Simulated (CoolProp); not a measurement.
Vapour-liquid equilibrium of R114 (1) + n-heptane (2) at 339 K; x and y are mole fractions of (1).

Values from CoolProp's multi-fluid Helmholtz-energy mixture model, Platzer 1990 and Span 2003; pair parameters Bell 2016. This equation is an older, rougher fit; its heat capacities, sound speeds and derivatives of the liquid may be far off and weren't checked against measurements.

```csv
x,bubble pressure (MPa),y at the bubble point,dew pressure at overall composition x (MPa),liquid density (mol/L)
0.05,0.07989,0.575,0.03670,6.491
0.15,0.1651,0.807,0.04094,6.616
0.25,0.2417,0.877,0.04627,6.743
0.35,0.3091,0.911,0.05318,6.872
0.45,0.3685,0.932,0.06249,7.001
0.55,0.4219,0.946,0.07572,7.130
0.65,0.4721,0.958,0.09603,7.259
0.75,0.5223,0.969,0.1311,7.388
0.85,0.5757,0.981,0.2055,7.516
0.95,0.6359,0.993,0.4364,7.644
```

No azeotrope shows between x = 0.05 and 0.95.

The pair parameters rest on a limited set of measurements; away from them the model extrapolates.
